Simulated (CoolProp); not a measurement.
Vapour-liquid equilibrium of R152A (1) + isobutene (2) at 64.65 °C; x and y are mole fractions of (1).

Model: multi-fluid Helmholtz-energy mixture model, Outcalt 1996 and Lemmon 2005; pair parameters Bell 2016, in CoolProp.

```json
[
 {"x": "0.05", "bubble pressure (MPa)": "0.9766", "y at the bubble point": "0.129", "dew pressure at overall composition x (MPa)": "0.9097", "liquid density (mol/L)": "9.569"},
 {"x": "0.15", "bubble pressure (MPa)": "1.151", "y at the bubble point": "0.303", "dew pressure at overall composition x (MPa)": "0.9951", "liquid density (mol/L)": "9.676"},
 {"x": "0.25", "bubble pressure (MPa)": "1.287", "y at the bubble point": "0.419", "dew pressure at overall composition x (MPa)": "1.093", "liquid density (mol/L)": "9.798"},
 {"x": "0.35", "bubble pressure (MPa)": "1.395", "y at the bubble point": "0.507", "dew pressure at overall composition x (MPa)": "1.204", "liquid density (mol/L)": "9.940"},
 {"x": "0.45", "bubble pressure (MPa)": "1.483", "y at the bubble point": "0.581", "dew pressure at overall composition x (MPa)": "1.325", "liquid density (mol/L)": "10.11"},
 {"x": "0.55", "bubble pressure (MPa)": "1.553", "y at the bubble point": "0.648", "dew pressure at overall composition x (MPa)": "1.447", "liquid density (mol/L)": "10.31"},
 {"x": "0.65", "bubble pressure (MPa)": "1.609", "y at the bubble point": "0.714", "dew pressure at overall composition x (MPa)": "1.555", "liquid density (mol/L)": "10.56"},
 {"x": "0.75", "bubble pressure (MPa)": "1.651", "y at the bubble point": "0.783", "dew pressure at overall composition x (MPa)": "1.633", "liquid density (mol/L)": "10.85"},
 {"x": "0.85", "bubble pressure (MPa)": "1.676", "y at the bubble point": "0.859", "dew pressure at overall composition x (MPa)": "1.674", "liquid density (mol/L)": "11.21"},
 {"x": "0.95", "bubble pressure (MPa)": "1.680", "y at the bubble point": "0.948", "dew pressure at overall composition x (MPa)": "1.680", "liquid density (mol/L)": "11.63"}
]
```

y crosses x between x = 0.85 and 0.95: the model has an azeotrope there.

The pair parameters rest on a limited set of measurements; away from them the model extrapolates.
